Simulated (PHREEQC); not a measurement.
1 kg of water holding 0.26 mol NaCl meets 20 L of dry gas (H2S 1 by moles) at fixed total pressure, at 60 °C; fugacities by Peng-Robinson. The gases take part in no redox reaction, some water evaporates into the gas, and hydrates or a liquid gas phase aren't modelled. Nothing may precipitate in this run.

The numbers come from PHREEQC with the ion-association model, phreeqc.dat.

| P (atm) | dissolved H2S (mol/kgw) | φ of H2S | pH |
|---|---|---|---|
| 1 | 0.0365 | 0.994 | 4.00 |
| 2 | 0.0812 | 0.988 | 3.83 |
| 3 | … | 0.982 | 3.73 |
| 5 | … | 0.971 | 3.62 |
| 7.5 | … | 0.956 | 3.53 |
| 10 | 0.415 | 0.942 | … |
| 15 | 0.603 | 0.913 | 3.39 |

**Question.** What belongs in the gaps?

**Answer.** 
- 3, dissolved H2S (mol/kgw): 0.125
- 5, dissolved H2S (mol/kgw): 0.211
- 7.5, dissolved H2S (mol/kgw): 0.315
- 10, pH: 3.47

Constants without temperature data keep their 25 °C values here.
